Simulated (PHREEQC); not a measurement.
A solution holds 0.06 mol/kgw TMAH, 0.0036 mol/kgw K2SiO3 and 6.8e-05 mol/kgw Na2CO3, at 25 °C. Closed to the air; pH follows from the charge balance.

Computed with PHREEQC (ion-association model, phreeqc.dat).

No solid was allowed to form.

Problem. What pH does the model give?

Solution. pH 12.69.

Problem. In which forms is Si present?

Solution. H3SiO4- 62 %, H2SiO4-2 38 % of the Si.

(CH3)4N+ isn't in the database: it is added as a free cation with an ion size of 4 Å.
